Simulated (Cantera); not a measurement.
Feed: 1 mol B₂H₆, 2.1 mol NH₃, 0.62 mol N₂, at 240 Pa.

These are equilibrium values from Cantera (NASA tables, ideal gas, pure condensed phases), not measurements of a reactor. Candidate condensed phases: B, BN; 15 gas species. The feed counts by its element totals alone. The tables' values for BH₂ are old estimates; treat these amounts as uncertain. Kinetics and transport are ignored. All values below are at 1750 °C.

Base state: H₂ 0.867, N₂ 0.0967, H 0.0361, BH₂ 0.000390, B 6.84e-5 (mole fractions); condensed: BN(s).

### Question
What changes in the equilibrium state with this change: pressure from 240 Pa to 7400 Pa?

### Answer
| species | before | after |
|---|---|---|
| H₂ | 0.867 | 0.895 |
| N₂ | 0.0967 | 0.0979 |
| H | 0.0361 | 0.00661 |
| BH₂ | 0.000390 | 7.21e-5 |
| B | 6.84e-5 | 3.97e-7 |
| BN(s), mol | 2.00 | 2.00 |
